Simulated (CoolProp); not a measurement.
Saturation properties of methane.

The numbers come from the reference Helmholtz-energy equation of state, Setzmann 1991 in CoolProp.

| T (K) | p (bar) | liquid density (kg/m³) | vapour density (kg/m³) | liquid viscosity (µPa s) | liquid conductivity (mW/(m K)) |
|---|---|---|---|---|---|
| 151.2 | 10.98 | 355.5 | 17.24 | 56.2 | 128 |
| 153.2 | 11.99 | 351.3 | 18.86 | 54.3 | 125 |
| 155.2 | 13.06 | 347.1 | 20.60 | 52.4 | 122 |
| 157.1 | 14.14 | 342.9 | 22.39 | 50.7 | 119 |
| 159.1 | 15.35 | 338.4 | 24.41 | 48.9 | 116 |
| 161.1 | 16.63 | 333.7 | 26.61 | 47.1 | 113 |
| 163 | 17.92 | 329.1 | 28.87 | 45.5 | 111 |
| 165 | 19.35 | 324.1 | 31.45 | 43.8 | 108 |
| 167 | 20.86 | 318.8 | 34.26 | 42.1 | 105 |
| 168.9 | 22.37 | 313.6 | 37.17 | 40.5 | 102 |
| 170.9 | 24.05 | 307.9 | 40.52 | 38.8 | 99.3 |
| 172.8 | 25.72 | 302.1 | 44.03 | 37.2 | 96.4 |
| 174.8 | 27.57 | 295.6 | 48.12 | 35.6 | 93.5 |
| 176.8 | 29.52 | 288.7 | 52.71 | 33.9 | 90.4 |

It boils at 111.7 K under 1 atm.

Viscosity comes from a separate model (Quiñones-Cisneros 2006). Thermal conductivity comes from a separate model (Friend 1989).
